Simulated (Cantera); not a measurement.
What does this Cantera script print?

```python
import numpy as np
import cantera as ct

gas_names = [...]  # 136 gases of nasa_gas.yaml made of C, H, N, O
cond_names = """
    C(gr) C6H6(L) C7H8(L) C8H18(L),n-octa H2O(s) H2O(L)
""".split()


# ... load() reads the species with a 1 bar reference pressure and builds the phases ...
atoms = {
    'acetone': {'C': 3, 'H': 6, 'O': 1},
    'O2': {'O': 2},
    'N2': {'N': 2},
    'CO2': {'C': 1, 'O': 2},
}
top_T = {'C(gr)': 4500}  # K; cautious upper limits of use, not melting points


# ... equilibrate(T, P, feed) seeds the gas with the atoms and calls Mixture.equilibrate('TP', solver="gibbs", rtol=1e-10, max_steps=50000) ...
results = []
feed = {'acetone': 1, 'O2': 0.11, 'N2': 0.85, 'CO2': 2.4}  # mol
P = 470000  # Pa
for T in [500, 550, 600, 650, 700, 750, 800, 850, 900, 950, 1000, 1050, 1100]:
    mix = equilibrate(T, P, feed)
    results.append((T, P, feed, dict(zip(mix.species_names, mix.species_moles))))

top = {s: max(r[3][s] / sum(r[3][g] for g in gas_names) for r in results) for s in gas_names}
cols = sorted((s for s in top if top[s] > 1e-05), key=lambda s: -top[s])[:9]
seen = [c for c in cond_names if any(r[3].get(c, 0) > 1e-12 for r in results)]
print("log10 of partial pressures in bar; condensed amounts in mol")
print(f"{'T/K':>10s}" + "".join(f"{s[:9]:>10s}" for s in cols + seen))
for T, P, feed, n in results:
    ng = sum(n[g] for g in gas_names)
    print(f"{T:10.4g}" + "".join(f"{np.log10(max(n[s] / ng * P / 1e5, 1e-99)):10.3f}" for s in cols)
          + "".join(f"{n.get(c, 0):10.4g}" for c in seen))
```

Result:

```
log10 of partial pressures in bar; condensed amounts in mol
       T/K        CO       H2O       CO2        H2        N2       CH4       NH3     C(gr)
       500    -4.295     0.334     0.193    -2.017    -0.128    -0.637    -3.588     3.357
       550    -3.464     0.313     0.205    -1.596    -0.129    -0.566    -3.435     3.253
       600    -2.772     0.290     0.217    -1.247    -0.130    -0.519    -3.316     3.161
       650    -2.187     0.266     0.226    -0.954    -0.133    -0.493    -3.226      3.08
       700    -1.687     0.236     0.232    -0.709    -0.138    -0.488    -3.160     3.004
       750    -1.255     0.200     0.235    -0.504    -0.145    -0.503    -3.120     2.924
       800    -0.883     0.153     0.229    -0.334    -0.156    -0.539    -3.103     2.824
       850    -0.561     0.091     0.212    -0.196    -0.172    -0.599    -3.112     2.678
       900    -0.286     0.011     0.174    -0.088    -0.194    -0.682    -3.146     2.451
       950    -0.058    -0.095     0.107    -0.007    -0.223    -0.791    -3.207     2.109
      1000     0.122    -0.232    -0.001     0.049    -0.259    -0.922    -3.291     1.636
      1050     0.255    -0.400    -0.159     0.086    -0.296    -1.071    -3.392      1.07
      1100     0.344    -0.597    -0.367     0.108    -0.329    -1.229    -3.500    0.5115
```

Method: chemical equilibrium by Gibbs-energy minimisation in Cantera with the NASA 1993 tables (ideal gas, pure condensed phases). The feed counts by its element totals alone.
